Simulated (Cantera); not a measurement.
**Adiabatic ignition**

An adiabatic, constant-volume homogeneous reactor starts with 8.82 % C3H8, 19.1 % O2, 72.0 % N2, at 1673 K and 0.237 atm.

Cantera simulation using GRI-Mech 3.0 (53 species, 325 reactions); the numbers are that mechanism's predictions, not measurements. GRI-Mech 3.0 was tuned for natural gas; its chemistry of propane as a main component is partial and can be far from experiment.

| t (s) | T (K) | P (bar) | x C3H8 | x O2 | x CO2 | x H | x CH4 | x C2H2 | x OH |
|---|---|---|---|---|---|---|---|---|---|
| 7.00e-6 | 1636 | 0.237 | 0.0811 | 0.189 | 9.82e-6 | 0.000108 | 0.000183 | 3.61e-6 | 8.85e-5 |
| 1.70e-5 | 1610 | 0.236 | 0.0689 | 0.183 | 0.000110 | 0.000179 | 0.00117 | 5.93e-5 | 0.000147 |
| 4.14e-5 | 1641 | 0.251 | 0.0365 | 0.160 | 0.000653 | 0.000446 | 0.00660 | 0.000858 | 0.000321 |
| 0.000101 | 2912 | 0.550 | 1.03e-10 | 0.000111 | 0.0132 | 0.0134 | 0.000877 | 0.00968 | 0.00261 |
| 0.000245 | 2881 | 0.559 | <1e-12 | 2.34e-5 | 0.0108 | 0.0179 | 1.27e-5 | 5.26e-5 | 0.00226 |
| 0.000596 | 2799 | 0.546 | <1e-12 | 5.17e-5 | 0.0109 | 0.0272 | 5.43e-11 | <1e-12 | 0.00316 |
| 0.00145 | 2740 | 0.537 | <1e-12 | 8.08e-5 | 0.0111 | 0.0342 | 6.50e-12 | <1e-12 | 0.00377 |
| 0.00352 | 2729 | 0.535 | <1e-12 | 8.82e-5 | 0.0112 | 0.0357 | 4.99e-12 | <1e-12 | 0.00390 |
| 0.00857 | 2729 | 0.535 | <1e-12 | 8.86e-5 | 0.0112 | 0.0357 | 4.94e-12 | <1e-12 | 0.00391 |
| 0.0209 | 2729 | 0.535 | <1e-12 | 8.87e-5 | 0.0112 | 0.0357 | 4.94e-12 | <1e-12 | 0.00391 |
| 0.0507 | 2729 | 0.535 | <1e-12 | 8.87e-5 | 0.0112 | 0.0357 | 4.94e-12 | <1e-12 | 0.00391 |
| 0.123 | 2729 | 0.535 | <1e-12 | 8.87e-5 | 0.0112 | 0.0357 | 4.94e-12 | <1e-12 | 0.00391 |
| 0.300 | 2729 | 0.535 | <1e-12 | 8.87e-5 | 0.0112 | 0.0357 | 4.94e-12 | <1e-12 | 0.00391 |
x: mole fraction; the columns are a selection and need not sum to one.

The time of steepest temperature rise is 78.3 µs, the temperature at 0.300 s comes out as 2729 K and the equilibrium temperature comes out as 2729 K. The x(C3H8) at 0.300 s is <1e-12 (gas-phase equilibrium <1e-12), the x(O2) at 0.300 s is 8.87e-5 (gas-phase equilibrium 8.87e-5) and the x(CO2) at 0.300 s is 0.0112 (gas-phase equilibrium 0.0112).
